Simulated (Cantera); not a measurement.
Charge: 1 mol Cu2O, 7.8 mol CO, 5.1 mol N2, equilibrated at 10.0 mbar.

Cantera equilibrium calculation (NASA polynomials, part measured and part estimated; ideal gas, pure solids and liquids). Candidate condensed phases: C, Cu, CuO, Cu2O; 27 gas species. Kinetics and transport are ignored.

Q: Which condensed phases are stable at each of these points (T (°C)): 1150, 1200, 1250, 1300, 1350, 1400, 1450, 1500, 1550, 1600, 1650, 1700, 1750, 1800?

A: 
```json
[
 {"T (°C)": "1150", "condensed phases": "Cu(l)", "Cu condensed (%)": "99.9"},
 {"T (°C)": "1200", "condensed phases": "Cu(l)", "Cu condensed (%)": "99.7"},
 {"T (°C)": "1250", "condensed phases": "Cu(l)", "Cu condensed (%)": "99.2"},
 {"T (°C)": "1300", "condensed phases": "Cu(l)", "Cu condensed (%)": "98.3"},
 {"T (°C)": "1350", "condensed phases": "Cu(l)", "Cu condensed (%)": "96.4"},
 {"T (°C)": "1400", "condensed phases": "Cu(l)", "Cu condensed (%)": "92.7"},
 {"T (°C)": "1450", "condensed phases": "Cu(l)", "Cu condensed (%)": "85.9"},
 {"T (°C)": "1500", "condensed phases": "Cu(l)", "Cu condensed (%)": "73.4"},
 {"T (°C)": "1550", "condensed phases": "Cu(l)", "Cu condensed (%)": "50.9"},
 {"T (°C)": "1600", "condensed phases": "Cu(l)", "Cu condensed (%)": "10.1"},
 {"T (°C)": "1650", "condensed phases": "gas only", "Cu condensed (%)": "0.0"},
 {"T (°C)": "1700", "condensed phases": "gas only", "Cu condensed (%)": "0.0"},
 {"T (°C)": "1750", "condensed phases": "gas only", "Cu condensed (%)": "0.0"},
 {"T (°C)": "1800", "condensed phases": "gas only", "Cu condensed (%)": "0.0"}
]
```

From 1150 °C to 1600 °C the condensed part is Cu(l). From 1650 °C to 1800 °C nothing is condensed.
